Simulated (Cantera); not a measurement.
Input: 1 mol Al, 1.3 mol Cl2, 13 mol H2, held at 0.133 bar.

Method: chemical equilibrium by Gibbs-energy minimisation in Cantera with the NASA 1993 tables (ideal gas, pure condensed phases). Candidate condensed phases: Al, AlCl3; 12 gas species. Kinetics and transport are ignored.

Problem. Which condensed phases are stable at each of these points (T (K)): 423, 573, 723, 873, 1023, 1173, 1323, 1473?

Solution. 
| T (K) | condensed phases | Al condensed (%) |
|---|---|---|
| 423 | Al(s) | 13.3 |
| 573 | Al(s) | 13.3 |
| 723 | Al(s) | 13.3 |
| 873 | Al(s) | 12.5 |
| 1023 | Al(l) | 1.7 |
| 1173 | gas only | 0.0 |
| 1323 | gas only | 0.0 |
| 1473 | gas only | 0.0 |

From 423 K to 873 K the condensed part is Al(s). At 1023 K the condensed part is Al(l). From 1173 K to 1473 K nothing is condensed.
